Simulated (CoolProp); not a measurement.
Vapour-liquid equilibrium of R22 (1) + methanol (2) at 18.55 °C; x and y are mole fractions of (1).

Values from CoolProp's multi-fluid Helmholtz-energy mixture model, Kamei 1995 and de Reuck 1993; pair parameters Bell 2016.

```csv
x,"bubble pressure, mixture model (MPa)","bubble pressure, Raoult's law (MPa)","y, mixture model","y, Raoult's law"
0.05,0.08404,0.05513,0.860,0.792
0.125,0.1813,0.1198,0.938,0.912
0.2,0.2670,0.1844,0.959,0.948
0.275,0.3425,0.2490,0.970,0.965
0.35,0.4094,0.3136,0.976,0.975
0.425,0.4691,0.3782,0.980,0.982
0.5,0.5229,0.4429,0.983,0.986
0.575,0.5725,0.5075,0.985,0.990
0.65,0.6195,0.5721,0.988,0.993
0.725,0.6658,0.6367,0.990,0.995
0.8,0.7138,0.7014,0.992,0.997
0.875,0.7662,0.7660,0.994,0.998
0.95,0.8267,0.8306,0.997,0.999
```

The largest gap from Raoult's law is +52.4 % in bubble pressure, at x = 0.05. No azeotrope shows between x = 0.05 and 0.95.

The pair parameters rest on a limited set of measurements; away from them the model extrapolates. The gap from Raoult's law changes sign with composition, which may be real or a fault of the pair parameters; it wasn't checked against measurements. With so large a gap from Raoult's law the liquid may split in two, which this calculation doesn't test in full.
